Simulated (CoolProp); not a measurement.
Computed with CoolProp (reference Helmholtz-energy equation of state, de Reuck 1993).

Problem. Give the vapour pressure (bar), enthalpy of vaporisation (kJ/kg), vapour Z, vapour viscosity (µPa s) of saturated methanol at 238.6 K.

Solution. 
```tsv
T (K)	p (bar)	enthalpy of vaporisation (kJ/kg)	vapour Z	vapour viscosity (µPa s)
238.6	0.00323	1250	0.995	7.76
```

Viscosity comes from a separate model (Xiang 2006).
